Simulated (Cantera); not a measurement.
# Abatement and gas-phase synthesis: SF6 + O2 + H2

Charge: 1 mol SF6, 0.04 mol O2, 8.6 mol H2, held at 1330 Pa.

Method: chemical equilibrium by Gibbs-energy minimisation in Cantera with the NASA 1993 tables (ideal gas, pure condensed phases). Candidate condensed phases: H2O, H2SO4, S; 71 gas species. Ions and electrons are included (thermal ionisation). Equilibrium is a limit: real reactors are often held back by kinetics, nucleation or transport.

```tsv
T (°C)	x H	x HF	x H2	x F	x S	x S2	x SH
2227	0.129	0.453	0.349	0.000349	0.0399	0.0111	0.0108
2727	0.459	0.355	0.113	0.00896	0.0556	0.000645	0.00265
3227	0.633	0.192	0.0153	0.107	0.0492	4.09e-5	0.000372
3727	0.695	0.0335	0.00254	0.223	0.0426	4.64e-6	6.92e-5
4227	0.706	0.00500	0.000556	0.243	0.0413	1.00e-6	1.90e-5
4727	0.708	0.00101	0.000161	0.246	0.0410	3.01e-7	6.75e-6
```
x: gas mole fraction; nothing condenses.

From 2227 °C to 4727 °C nothing is condensed.
